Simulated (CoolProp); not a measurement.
A single-stage vapour-compression cycle with ethanol: evaporating at 327.15 K (dew point), condensing at 356.15 K (bubble point), superheat 8 K, subcooling 2 K, compressor efficiency 0.9, no pressure losses. Each further row changes one setting.

Values from CoolProp's reference Helmholtz-energy equation of state, Schroeder 2014.

```csv
case,cooling COP,pressure ratio,discharge temperature (K),refrigerating effect (kJ/kg),volumetric capacity (kJ/m³)
as stated,9.46,3.41,390.5,822,490
evaporating temperature 332.15 K,11.7,2.71,385.3,829,614
condensing temperature 351.15 K,11.6,2.80,381.6,837,499
subcooling 7 K,9.63,3.41,390.5,837,499
superheat 18 K,9.36,3.41,400.8,838,484
compressor efficiency 0.8,8.41,3.41,396.5,822,490
```
